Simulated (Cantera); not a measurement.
Input: 1 mol TEOS, 4.9 mol O3, 0.3 mol H2, equilibrated at 0.380 bar.

Equilibrium computed with Cantera from the NASA thermochemical tables; the gas is ideal and each condensed phase is pure. Candidate condensed phases: C, C6H6, C7H8, C8H18, H2O, Si, SiC, SiO2; 123 gas species. The feed counts by its element totals alone. Equilibrium is a limit: real reactors are often held back by kinetics, nucleation or transport.

### Question
Which condensed phases are stable at each of these points (T (°C)): 427, 477, 527, 577, 627, 677, 727, 777?

### Answer
| T (°C) | condensed phases | Si condensed (%) |
|---|---|---|
| 427 | C(graphite) + SiO2(α-quartz) | 100.0 |
| 477 | C(graphite) + SiO2(α-quartz) | 100.0 |
| 527 | C(graphite) + SiO2(α-quartz) | 100.0 |
| 577 | SiO2(β-quartz) | 100.0 |
| 627 | SiO2(β-quartz) | 100.0 |
| 677 | SiO2(β-quartz) | 100.0 |
| 727 | SiO2(β-quartz) | 100.0 |
| 777 | SiO2(β-quartz) | 100.0 |

From 427 °C to 527 °C the condensed part is C(graphite) + SiO2(α-quartz). From 577 °C to 777 °C the condensed part is SiO2(β-quartz).
